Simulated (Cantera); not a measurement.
A freely propagating, adiabatic, planar premixed flame of 35.3 % H₂, 13.6 % O₂, 51.1 % N₂, equivalence ratio 1.3, unburnt at 375 K and 1000000 Pa; mixture-averaged transport, grid criteria slope 0.08 and curve 0.16, no radiation.

Detailed kinetics in Cantera: the H2/O2 subset of GRI-Mech 3.0, which has no nitrogen chemistry. The hydrogen kinetics of GRI-Mech 3.0 are dated; newer H2 mechanisms differ, most at raised pressure. Burning velocities carry a grid error of a few per cent, more on coarse grids.

Task: Predict: laminar burning velocity; thermal thickness; peak x(HO₂); peak x(H₂O₂); peak x(H).

Result: 
- laminar burning velocity = 339 cm/s
- thermal thickness = 0.0211 mm
- peak x(HO₂) = 0.00166
- peak x(H₂O₂) = 0.000204
- peak x(H) = 0.0276
